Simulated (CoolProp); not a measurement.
Saturated liquid density (kg/m³) of cyclopropane: the reference equation beside estimates from Tc = 398.7 K, pc = 56.05 bar, ω = 0.131. Rackett uses Z = 0.29056 − 0.08775 ω.

Model: reference Helmholtz-energy equation of state, Polt 1992, in CoolProp. This equation is an older, rougher fit; its heat capacities, sound speeds and derivatives of the liquid may be far off and weren't checked against measurements.

| T (K) | reference | Rackett | van der Waals | Redlich-Kwong | Soave-Redlich-Kwong | Peng-Robinson |
|---|---|---|---|---|---|---|
| 279.1 | 647.5 | 630.0 | 406.1 | 588.8 | 598.2 | 677.5 |
| 286.3 | 637.0 | 620.1 | 399.6 | 577.2 | 587.1 | 665.2 |
| 293.4 | 626.4 | 610.0 | 393.0 | 565.4 | 575.7 | 652.5 |
| 300.6 | 615.2 | 599.4 | 386.0 | 552.8 | 563.5 | 639.0 |
| 307.8 | 603.7 | 588.5 | 378.7 | 539.7 | 550.8 | 624.6 |
| 315 | 591.8 | 577.1 | 371.1 | 526.0 | 537.3 | 609.5 |
| 322.2 | 579.3 | 565.3 | 363.1 | 511.6 | 523.1 | 593.4 |
| 329.4 | 566.3 | 552.9 | 354.7 | 496.5 | 508.1 | 576.3 |
| 336.6 | 552.5 | 539.8 | 345.8 | 480.5 | 492.1 | 558.1 |
| 343.8 | 537.9 | 526.0 | 336.4 | 463.6 | 475.0 | 538.4 |
| 351 | 522.3 | 511.2 | 326.3 | 445.5 | 456.6 | 517.2 |
| 358.2 | 505.4 | 495.2 | 315.5 | 426.0 | 436.7 | 494.1 |
| 365.3 | 487.0 | 477.9 | 303.7 | 405.1 | 415.2 | 469.0 |
| 372.5 | 466.0 | 458.2 | 290.4 | 381.7 | 390.9 | 440.5 |

Absolute difference from the reference over all 14 rows, mean and median: Rackett 2.3 and 2.4 %, van der Waals 37.4 and 37.3 %, Redlich-Kwong 12.6 and 12.0 %, Soave-Redlich-Kwong 10.7 and 10.0 %, Peng-Robinson 2.9 and 3.2 %.
